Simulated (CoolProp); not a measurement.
A single-stage vapour-compression cycle with tetrahydrofuran: evaporating at 308.15 K (dew point), condensing at 372.15 K (bubble point), superheat 0 K, subcooling 8 K, compressor efficiency 0.7, no pressure losses. Each further row changes one setting.

The numbers come from the reference Helmholtz-energy equation of state, Fiedler 2023 in CoolProp.

```json
[
 {"case": "as stated", "cooling COP": "2.92", "pressure ratio": "8.04", "discharge temperature (K)": "400.4", "refrigerating effect (kJ/kg)": "334", "volumetric capacity (kJ/m³)": "314"},
 {"case": "evaporating temperature 313.15 K", "cooling COP": "3.27", "pressure ratio": "6.59", "discharge temperature (K)": "396.9", "refrigerating effect (kJ/kg)": "339", "volumetric capacity (kJ/m³)": "383"},
 {"case": "condensing temperature 367.15 K", "cooling COP": "3.23", "pressure ratio": "7.04", "discharge temperature (K)": "___", "refrigerating effect (kJ/kg)": "344", "volumetric capacity (kJ/m³)": "323"},
 {"case": "subcooling 13 K", "cooling COP": "___", "pressure ratio": "8.04", "discharge temperature (K)": "400.4", "refrigerating effect (kJ/kg)": "344", "volumetric capacity (kJ/m³)": "323"},
 {"case": "superheat 10 K", "cooling COP": "2.93", "pressure ratio": "8.04", "discharge temperature (K)": "410.0", "refrigerating effect (kJ/kg)": "___", "volumetric capacity (kJ/m³)": "314"},
 {"case": "compressor efficiency 0.6", "cooling COP": "2.50", "pressure ratio": "8.04", "discharge temperature (K)": "412.7", "refrigerating effect (kJ/kg)": "334", "volumetric capacity (kJ/m³)": "314"}
]
```

### Question
Fill in the missing entries.

### Answer

- condensing temperature 367.15 K, discharge temperature (K): 394.7
- subcooling 13 K, cooling COP: 3.01
- superheat 10 K, refrigerating effect (kJ/kg): 345
